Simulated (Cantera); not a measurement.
Moist CO burnout

An isothermal, constant-pressure homogeneous reactor starts with CO : O2 : H2O : N2 = 0.0037 : 0.0021 : 0.00031 : 1 (molar parts), equivalence ratio 0.88, at 1500 K and 1.00 bar.

Cantera simulation using GRI-Mech 3.0 (53 species, 325 reactions); the numbers are that mechanism's predictions, not measurements.

```tsv
t (s)	x CO	x O2	x H2O	x CO2	x H2O2	x OH	x NO2
0.000800	0.00368	0.00209	0.000308	1.85e-8	<1e-12	1.61e-9	<1e-12
0.00133	0.00368	0.00209	0.000308	4.58e-8	<1e-12	4.96e-9	<1e-12
0.00222	0.00368	0.00209	0.000308	1.73e-7	<1e-12	2.10e-8	<1e-12
0.00369	0.00368	0.00209	0.000308	1.41e-6	<1e-12	1.75e-7	<1e-12
0.00614	0.00364	0.00206	0.000303	3.92e-5	4.28e-11	4.41e-6	<1e-12
0.0102	0.00284	0.00153	0.000199	0.000840	1.44e-9	3.48e-5	1.19e-10
0.0170	0.00166	0.000961	0.000141	0.00202	1.72e-9	3.90e-5	7.16e-10
0.0283	0.00107	0.000730	0.000200	0.00261	1.39e-9	3.36e-5	1.17e-9
0.0471	0.000700	0.000572	0.000246	0.00298	8.83e-10	2.57e-5	1.53e-9
0.0783	0.000456	0.000461	0.000271	0.00323	5.20e-10	1.92e-5	1.89e-9
0.130	0.000294	0.000386	0.000286	0.00339	3.01e-10	1.44e-5	2.33e-9
0.217	0.000187	0.000335	0.000294	0.00350	1.75e-10	1.09e-5	2.87e-9
0.361	0.000117	0.000301	0.000299	0.00357	1.03e-10	8.26e-6	3.52e-9
0.601	7.14e-5	0.000279	0.000303	0.00361	6.06e-11	6.31e-6	4.21e-9
1.00	4.29e-5	0.000266	0.000305	0.00364	3.58e-11	4.83e-6	4.85e-9
```
x: mole fraction; the columns are a selection and need not sum to one.

Equilibrium at this temperature and pressure: CO 1.21e-6, O2 0.000227, H2O 0.000308, CO2 0.00368, H2O2 <1e-12, OH 7.90e-7, NO2 7.96e-9 (gas phase only).
